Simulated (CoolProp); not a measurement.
Oxygen along the isotherm 94.7 K: fugacity coefficient from the reference equation and from simpler models built on Tc = 154.6 K, pc = 5.046 MPa, ω = 0.022; each cubic takes its own stable root.

The numbers come from the reference Helmholtz-energy equation of state, Schmidt 1985 in CoolProp.

```
p (MPa)   phase   reference  van der Waals  Redlich-Kwong  Soave-Redlich-Kwong
-------  ------  ----------  -------------  -------------  -------------------
0.229    liquid      0.6648         0.9583         0.5424               0.6565
0.459    liquid      0.3345         0.9163         0.2728           (withheld)
0.688    liquid      0.2250     (withheld)         0.1835               0.2222
0.918    liquid      0.1700         0.5003         0.1387               0.1679
1.15     liquid      0.1369         0.4043         0.1116           (withheld)
1.38     liquid      0.1150         0.3410        0.09380               0.1136
1.61     liquid     0.09942         0.2959        0.08107              0.09819
1.84     liquid  (withheld)         0.2620     (withheld)              0.08664
2.06     liquid     0.07898     (withheld)        0.06439              0.07800
2.29     liquid     0.07164         0.2156        0.05840              0.07075
2.52     liquid     0.06565         0.1983        0.05351              0.06483
```

### Question
Fill in the missing entries.

### Answer

- 0.459, Soave-Redlich-Kwong: 0.3303
- 0.688, van der Waals: 0.6595
- 1.15, Soave-Redlich-Kwong: 0.1352
- 1.84, reference: 0.08772
- 1.84, Redlich-Kwong: 0.07152
- 2.06, van der Waals: 0.2368

At some of these states van der Waals gives the other phase, because its saturation line lies elsewhere.
